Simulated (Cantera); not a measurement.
Mixture: H2 : O2 : N2 = 1 : 0.227 : 1.25 (molar parts), at 7.40 bar, adiabatic and at constant volume. Ignition delay is the time to a rise of 400 K.

Cantera simulation using the H2/O2 subset of GRI-Mech 3.0, which has no nitrogen chemistry; the numbers are that mechanism's predictions, not measurements. The hydrogen kinetics of GRI-Mech 3.0 are dated; newer H2 mechanisms differ, most at raised pressure. Where the delays flatten at high temperature, the 400 K rule measures the pace of heat release, not the induction time.

Predict: delay at 1250 K; delay at 1325 K; delay at 1400 K; delay at 1475 K; delay at 1550 K; delay at 1625 K; apparent activation energy between 1475 and 1625 K.


```json
{
  "delay at 1250 K": "12.0 µs",
  "delay at 1325 K": "5.87 µs",
  "delay at 1400 K": "3.78 µs",
  "delay at 1475 K": "2.72 µs",
  "delay at 1550 K": "2.10 µs",
  "delay at 1625 K": "1.69 µs",
  "apparent activation energy between 1475 and 1625 K": "64 kJ/mol"
}
```
